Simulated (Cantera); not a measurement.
An isothermal, constant-pressure homogeneous reactor starts with 21.6 % C2H6, 78.4 % H2, at 1475 K and 320 Pa.

Computed with Cantera and GRI-Mech 3.0 (53 species, 325 reactions). GRI-Mech 3.0 stops at C3 and has no aromatics, soot or wall deposition, so with more carbon than oxygen in the feed, carbon stays in small species such as C2H2 where larger ones or solid carbon would form. Radical loss at walls, strong at low pressure, is not modelled.

Q: Predict: x(C2H6) at 50.0 s; x(H2) at 50.0 s; x(CH4) at 50.0 s; x(CH3) at 50.0 s; x(C2H2) at 50.0 s; x(CH2) at 50.0 s; x(C2H) at 50.0 s.

A: 
```json
{
 "x(C2H6) at 50.0 s": "4.41e-6 (gas-phase equilibrium 4.22e-9)",
 "x(H2) at 50.0 s": "0.803 (gas-phase equilibrium 0.848)",
 "x(CH4) at 50.0 s": "0.0707 (gas-phase equilibrium 0.00108)",
 "x(CH3) at 50.0 s": "0.000223 (gas-phase equilibrium 5.46e-6)",
 "x(C2H2) at 50.0 s": "0.126 (gas-phase equilibrium 0.151)",
 "x(CH2) at 50.0 s": "2.50e-8 (gas-phase equilibrium 1.10e-9)",
 "x(C2H) at 50.0 s": "3.17e-8 (gas-phase equilibrium 6.07e-8)"
}
```
